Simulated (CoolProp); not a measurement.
Vapour-liquid equilibrium of n-butane (1) + acetone (2) at 5.92 bar; x and y are mole fractions of (1).

Computed with CoolProp (multi-fluid Helmholtz-energy mixture model, Bücker 2006 and Lemmon 2006; pair parameters Bell 2016).

```
x     bubble temperature, mixture model (K)  bubble temperature, Raoult's law (K)  y, mixture model  y, Raoult's law
----  -------------------------------------  ------------------------------------  ----------------  ---------------
0.05                                  378.7                                 386.6             0.281            0.166
0.15                                  359.2                                 376.7             0.589            0.414
0.25                                  348.2                                 368.2             0.717            0.585
0.35                                  342.1                                 360.9             0.777            0.705
0.45                                  338.7                                 354.5             0.811            0.792
0.55                                  336.5                                 348.9             0.834            0.856
0.65                                  334.8                                 343.9             0.854            0.904
0.75                                  333.3                                 339.4             0.878            0.940
0.85                                  331.8                                 335.4             0.911            0.968
0.95                                  330.5                                 331.8             0.962            0.991
```

The largest gap from Raoult's law is -20.0 K in bubble temperature, at x = 0.25. No azeotrope shows between x = 0.05 and 0.95.

The pair parameters rest on a limited set of measurements; away from them the model extrapolates. With so large a gap from Raoult's law the liquid may split in two, which this calculation doesn't test in full.
